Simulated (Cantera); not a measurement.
Input: 1 mol Si, 8.9 mol HBr, 0.67 mol H2, equilibrated at 1148.15 K and 13.3 mbar.

These are equilibrium values from Cantera (NASA tables, ideal gas, pure condensed phases), not measurements of a reactor. Candidate condensed phases: Br2, Si; 19 gas species. The tables' values for SiBr3 are old estimates; treat these amounts as uncertain. The numbers say what is thermodynamically allowed, not how fast it happens.

Base state: HBr 0.575, H2 0.308, SiBr4 0.113, SiBr2 0.00168, SiBr3 0.00144, SiHBr3 0.000720, Br 0.000368 (mole fractions); condensed: gas only.

**Question.** What changes in the equilibrium state with this change: H2 from 0.67 to 41 mol?

**Answer.** 
```json
[
 {"species": "H2", "before": "0.308", "after": "0.860"},
 {"species": "HBr", "before": "0.575", "after": "0.119"},
 {"species": "SiBr4", "before": "0.113", "after": "0.00935"},
 {"species": "SiH2Br2", "before": "2.19e-6", "after": "3.32e-5"},
 {"species": "Br", "before": "0.000368", "after": "4.56e-5"},
 {"species": "SiBr2", "before": "0.00168", "after": "0.00909"}
]
```

**Question.** What changes in the equilibrium state with this change: H2 from 0.67 to 7.4 mol?

**Answer.** 
```json
[
 {"species": "H2", "before": "0.308", "after": "0.604"},
 {"species": "HBr", "before": "0.575", "after": "0.331"},
 {"species": "SiBr4", "before": "0.113", "after": "0.0569"},
 {"species": "SiH2Br2", "before": "2.19e-6", "after": "1.29e-5"},
 {"species": "SiBr2", "before": "0.00168", "after": "0.00502"},
 {"species": "Br", "before": "0.000368", "after": "0.000151"},
 {"species": "SiHBr3", "before": "0.000720", "after": "0.00124"}
]
```

**Question.** What changes in the equilibrium state with this change: HBr from 8.9 to 4.9 mol?

**Answer.** 
```
species    before    after
-------  --------  -------
H2          0.308    0.536
HBr         0.575    0.251
SiBr4       0.113    0.177
SiBr2     0.00168   0.0242
SiH2Br2   2.19e-6  5.49e-5
SiHBr3   0.000720  0.00452
```
